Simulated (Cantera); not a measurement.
A closed system holds: 1 mol C3H6, 2 mol CO2, 9.1 mol N2, equilibrated at 0.0900 Torr.

Equilibrium computed with Cantera from the NASA thermochemical tables; the gas is ideal and each condensed phase is pure. Candidate condensed phases: C, C6H6, C7H8, C8H18, H2O; 136 gas species. Equilibrium is a limit: real reactors are often held back by kinetics, nucleation or transport. All values below are at 2373 K.

Base state: N2 0.490, H 0.245, CO 0.218, H2 0.0368, HCN 0.00681, CN 0.00217, HNC 0.000683, C3 0.000515 (mole fractions); condensed: C(graphite).

**Question.** What changes in the equilibrium state with this change: C3H6 replaced by toluene?

**Answer.** 
```json
[
 {"species": "N2", "before": "0.490", "after": "0.449"},
 {"species": "H", "before": "0.245", "after": "0.288"},
 {"species": "CO", "before": "0.218", "after": "0.200"},
 {"species": "H2", "before": "0.0368", "after": "0.0511"},
 {"species": "C2H2 (acetylene)", "before": "0.000227", "after": "0.000314"},
 {"species": "C2H", "before": "8.13e-5", "after": "9.58e-5"},
 {"species": "HCN", "before": "0.00681", "after": "0.00768"},
 {"species": "HNC", "before": "0.000683", "after": "0.000770"},
 {"species": "C2N2", "before": "1.71e-5", "after": "1.56e-5"},
 {"species": "C(graphite), mol", "before": "0.776", "after": "4.73"}
]
```

**Question.** What changes in the equilibrium state with this change: pressure from 0.0900 Torr to 100 Torr?

**Answer.** 
```tsv
species	before	after
N2	0.490	0.552
CO	0.218	0.246
H2	0.0368	0.168
H	0.245	0.0157
HCN	0.00681	0.0154
C	0.000220	1.98e-7
C3	0.000515	4.63e-7
C(graphite), mol	0.776	0.689
```
